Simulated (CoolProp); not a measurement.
Normal hydrogen along the isotherm 34.5 K: density (kg/m³) from the reference equation and from simpler models built on Tc = 33.1 K, pc = 1.296 MPa, ω = -0.219; each cubic takes its own stable root.

The numbers come from the reference Helmholtz-energy equation of state, Leachman 2009 in CoolProp.

```json
[
 {"p (MPa)": "0.203", "phase": "gas", "reference": "1.497"},
 {"p (MPa)": "0.405", "phase": "gas", "reference": "3.155"},
 {"p (MPa)": "0.608", "phase": "gas", "reference": "5.047"},
 {"p (MPa)": "0.81", "phase": "gas", "reference": "7.251"},
 {"p (MPa)": "1.01", "phase": "gas", "reference": "9.929"},
 {"p (MPa)": "1.22", "phase": "gas", "reference": "13.75"},
 {"p (MPa)": "1.42", "phase": "supercritical", "reference": "20.18"},
 {"p (MPa)": "1.62", "phase": "supercritical", "reference": "36.78"},
 {"p (MPa)": "1.82", "phase": "supercritical", "reference": "44.07"},
 {"p (MPa)": "2.03", "phase": "supercritical", "reference": "47.42"},
 {"p (MPa)": "2.23", "phase": "supercritical", "reference": "49.51"},
 {"p (MPa)": "2.43", "phase": "supercritical", "reference": "51.11"},
 {"p (MPa)": "2.63", "phase": "supercritical", "reference": "52.42"},
 {"p (MPa)": "2.84", "phase": "supercritical", "reference": "53.58"},
 {"p (MPa)": "3.04", "phase": "supercritical", "reference": "54.55"},
 {"p (MPa)": "3.24", "phase": "supercritical", "reference": "55.42"}
]
```

**Question.** How far does each simpler model (ideal gas, van der Waals, Redlich-Kwong, Soave-Redlich-Kwong, Peng-Robinson) lie from the reference over these 16 states: mean and median of the absolute difference, and the worst?

**Answer.** 
- ideal gas: mean 47.5 %, median 59.9 %, worst -71.0 % at 34.5 K and 1.82 MPa
- van der Waals: mean 11.8 %, median 17.5 %, worst -20.3 % at 34.5 K and 2.23 MPa
- Redlich-Kwong: mean 5.2 %, median 4.6 %, worst -17.5 % at 34.5 K and 1.62 MPa
- Soave-Redlich-Kwong: mean 3.1 %, median 2.4 %, worst -7.5 % at 34.5 K and 1.82 MPa
- Peng-Robinson: mean 4.9 %, median 5.0 %, worst +8.8 % at 34.5 K and 1.42 MPa
